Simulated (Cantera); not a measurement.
Reactions in the system C-Cu-F

Standard-state values (1 bar) from the NASA 1993 polynomials, evaluated with Cantera. Values are per mole of reaction as written; species without (g) are pure solids or liquids, kept so even where they would boil at 1 bar. The tables' values for C2F4 are old estimates.

C2F4(g) + 2 CuF2(g) ⇌ 2 CF4(g) + 2 Cu

```csv
T (K),ΔH° (kJ),ΔS° (J/K),ΔG° (kJ),log10 K
1773,-618.6,-200.5,-263.2,7.75
1873,-615.6,-198.8,-243.2,6.78
1973,-612.7,-197.3,-223.4,5.92
2073,-609.7,-195.8,-203.8,5.13
2173,-606.8,-194.5,-184.3,4.43
2273,-604.0,-193.2,-164.9,3.79
2373,-601.2,-192.0,-145.6,3.21
2473,-598.4,-190.8,-126.5,2.67
2573,-595.7,-189.8,-107.5,2.18
2673,-593.1,-188.8,-88.5,1.73
```
